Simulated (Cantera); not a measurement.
What does this Cantera script print?

```python
import numpy as np
import cantera as ct

gas_names = """
    H H2 N NH NH2 NH3 N2 N2H2 N2H4 Si SiH SiH2 SiH3 SiH4 SiN Si2 Si2N Si3
""".split()
cond_names = """
    Si(cr) Si(L) Si3N4(a)
""".split()


# ... load() reads the species with a 1 bar reference pressure and builds the phases ...
atoms = {
    'Si': {'Si': 1},
    'NH3': {'N': 1, 'H': 3},
    'H2': {'H': 2},
}
top_T = {'Si3N4(a)': 2400}  # K; cautious upper limits of use, not melting points


# ... equilibrate(T, P, feed) seeds the gas with the atoms and calls Mixture.equilibrate('TP', solver="vcs", rtol=1e-11, max_steps=5000) ...
results = []
P = 6200  # Pa
for T in [1375, 1425, 1475, 1525, 1575, 1625, 1675, 1725, 1775, 1825, 1875, 1925]:
    for m in [14, 20, 29, 42, 62, 90, 130]:
        feed = {'Si': 1, 'NH3': 0.2, 'H2': m}  # mol
        mix = equilibrate(T, P, feed)
        results.append((T, P, feed, dict(zip(mix.species_names, mix.species_moles))))

for T, P, feed, n in results:
    print(f"{T:7g} {feed['H2']:10.4g}  " + (" + ".join(c for c in cond_names if n.get(c, 0) > 1e-12) or "gas only"))
```

It prints:

```
   1375         14  Si(cr) + Si3N4(a)
   1375         20  Si(cr) + Si3N4(a)
   1375         29  Si(cr) + Si3N4(a)
   1375         42  Si(cr) + Si3N4(a)
   1375         62  Si(cr) + Si3N4(a)
   1375         90  Si(cr) + Si3N4(a)
   1375        130  Si(cr) + Si3N4(a)
   1425         14  Si(cr) + Si3N4(a)
   1425         20  Si(cr) + Si3N4(a)
   1425         29  Si(cr) + Si3N4(a)
   1425         42  Si(cr) + Si3N4(a)
   1425         62  Si(cr) + Si3N4(a)
   1425         90  Si(cr) + Si3N4(a)
   1425        130  Si(cr) + Si3N4(a)
   1475         14  Si(cr) + Si3N4(a)
   1475         20  Si(cr) + Si3N4(a)
   1475         29  Si(cr) + Si3N4(a)
   1475         42  Si(cr) + Si3N4(a)
   1475         62  Si(cr) + Si3N4(a)
   1475         90  Si(cr) + Si3N4(a)
   1475        130  Si(cr) + Si3N4(a)
   1525         14  Si(cr) + Si3N4(a)
   1525         20  Si(cr) + Si3N4(a)
   1525         29  Si(cr) + Si3N4(a)
   1525         42  Si(cr) + Si3N4(a)
   1525         62  Si(cr) + Si3N4(a)
   1525         90  Si(cr)
   1525        130  Si(cr)
   1575         14  Si(cr) + Si3N4(a)
   1575         20  Si(cr) + Si3N4(a)
   1575         29  Si(cr) + Si3N4(a)
   1575         42  Si(cr)
   1575         62  Si(cr)
   1575         90  Si(cr)
   1575        130  Si(cr)
   1625         14  Si(cr)
   1625         20  Si(cr)
   1625         29  Si(cr)
   1625         42  Si(cr)
   1625         62  Si(cr)
   1625         90  Si(cr)
   1625        130  Si(cr)
   1675         14  Si(cr)
   1675         20  Si(cr)
   1675         29  Si(cr)
   1675         42  Si(cr)
   1675         62  Si(cr)
   1675         90  Si(cr)
   1675        130  Si(cr)
   1725         14  Si(L)
   1725         20  Si(L)
   1725         29  Si(L)
   1725         42  Si(L)
   1725         62  Si(L)
   1725         90  Si(L)
   1725        130  Si(L)
   1775         14  Si(L)
   1775         20  Si(L)
   1775         29  Si(L)
   1775         42  Si(L)
   1775         62  Si(L)
   1775         90  Si(L)
   1775        130  Si(L)
   1825         14  Si(L)
   1825         20  Si(L)
   1825         29  Si(L)
   1825         42  Si(L)
   1825         62  Si(L)
   1825         90  Si(L)
   1825        130  Si(L)
   1875         14  Si(L)
   1875         20  Si(L)
   1875         29  Si(L)
   1875         42  Si(L)
   1875         62  Si(L)
   1875         90  Si(L)
   1875        130  Si(L)
   1925         14  Si(L)
   1925         20  Si(L)
   1925         29  Si(L)
   1925         42  Si(L)
   1925         62  Si(L)
   1925         90  Si(L)
   1925        130  Si(L)
```

These are equilibrium values from Cantera (NASA tables, ideal gas, pure condensed phases), not measurements of a reactor. Mutual solubility and eutectic melting of coexisting phases are not modelled.
